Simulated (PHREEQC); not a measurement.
A solution holds 0.089 mol/kgw ZnSO4, 0.22 mol/kgw NaCl and 0.00078 mol/kgw MnSO4, at 25 °C. Closed to the air; pH follows from the charge balance.

Model: ion-association model, phreeqc.dat, run in PHREEQC.

Precipitation was switched off in this run.

**Question.** Predict the pH, activity of water.

**Answer.** pH 5.29; activity of water 0.990.

**Question.** In which forms is S present?

**Answer.** SO4-2 47 %, ZnSO4 26 %, Zn(SO4)2-2 15 %, NaSO4- 11 % of the S.
